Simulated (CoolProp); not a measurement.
Saturation properties of R1336mzz(Z).

Computed with CoolProp (reference Helmholtz-energy equation of state, McLinden 2020).

| T (K) | p (MPa) | enthalpy of vaporisation (kJ/kg) | liquid cp (kJ/(kg K)) | vapour Z |
|---|---|---|---|---|
| 313.1 | 0.1278 | 161.5 | 1.252 | 0.9388 |
| 316.6 | 0.1441 | 159.8 | 1.259 | 0.9335 |
| 320.1 | 0.1621 | 158.0 | 1.267 | 0.9280 |
| 323.5 | 0.1811 | 156.3 | 1.274 | 0.9223 |
| 327 | 0.2025 | 154.5 | 1.282 | 0.9161 |
| 330.5 | 0.2257 | 152.7 | 1.290 | 0.9097 |
| 333.9 | 0.2502 | 150.9 | 1.298 | 0.9031 |
| 337.4 | 0.2776 | 149.0 | 1.306 | 0.8960 |
| 340.9 | 0.3071 | 147.1 | 1.315 | 0.8886 |
| 344.3 | 0.3381 | 145.2 | 1.323 | 0.8810 |
| 347.8 | 0.3724 | 143.2 | 1.332 | 0.8729 |
| 351.3 | 0.4093 | 141.2 | 1.341 | 0.8644 |
| 354.7 | 0.4477 | 139.1 | 1.350 | 0.8559 |
| 358.2 | 0.4901 | 137.0 | 1.360 | 0.8466 |

It boils at 306.6 K under 1 atm.
